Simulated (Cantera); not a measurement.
A perfectly stirred reactor is fed with CO : H2 : O2 : N2 : CO2 = 1 : 0.48 : 0.914 : 2.56 : 0.27 (molar parts), at 10.0 bar; it is adiabatic with a 625 K inlet, and is followed from long to short residence time, starting on the burning branch (τ in s: 0.12, 0.059, 0.029, 0.014, 0.0067, 0.0032, 0.0016, 0.00075, 0.00036, 0.00018, 8.5e-05, 4.1e-05).

Computed with Cantera and GRI-Mech 3.0 (53 species, 325 reactions). The hydrogen kinetics of GRI-Mech 3.0 are dated; newer H2 mechanisms differ, most at raised pressure.

Question: Predict: blow-out, bracketed by the residence times tried; x(CO) at τ = 0.120 s; x(H2) at τ = 0.120 s; x(O2) at τ = 0.120 s; x(O) at τ = 0.120 s; x(N2O) at τ = 0.120 s; x(CO) at τ = 1.60 ms; x(H2) at τ = 1.60 ms; x(O2) at τ = 1.60 ms; x(O) at τ = 1.60 ms; x(N2O) at τ = 1.60 ms.

Answer: 
| Quantity | Result |
|---|---|
| blow-out, bracketed by the residence times tried | burning at 41.0 µs, the shortest tried |
| x(CO) at τ = 0.120 s | 0.0190 |
| x(H2) at τ = 0.120 s | 0.00116 |
| x(O2) at τ = 0.120 s | 0.0417 |
| x(O) at τ = 0.120 s | 0.00117 |
| x(N2O) at τ = 0.120 s | 1.38e-6 |
| x(CO) at τ = 1.60 ms | 0.0214 |
| x(H2) at τ = 1.60 ms | 0.00131 |
| x(O2) at τ = 1.60 ms | 0.0455 |
| x(O) at τ = 1.60 ms | 0.00139 |
| x(N2O) at τ = 1.60 ms | 1.41e-6 |
